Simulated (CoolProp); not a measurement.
Properties of R1336mzz(Z) along the isotherm 500 K (Tc = 444.5 K, pc = 2904 kPa, ω = 0.386).

Model: reference Helmholtz-energy equation of state, McLinden 2020, in CoolProp.

```tsv
p (kPa)	phase	density (kg/m³)	cp (kJ/(kg K))	isothermal compressibility (1/MPa)
23	gas	0.9093	1.119	43.56
37.1	gas	1.468	1.119	27.03
59.9	gas	2.375	1.120	16.77
96.8	gas	3.849	1.122	10.41
156	gas	6.233	1.124	6.491
253	gas	10.19	1.127	4.035
408	gas	16.64	1.133	2.535
660	gas	27.52	1.144	1.603
1070	gas	46.31	1.164	1.029
1720	gas	79.47	1.204	0.6886
2780	gas	145.9	1.304	0.4939
4490	supercritical	309.6	1.660	0.4012
7260	supercritical	633.9	1.782	0.1179
```
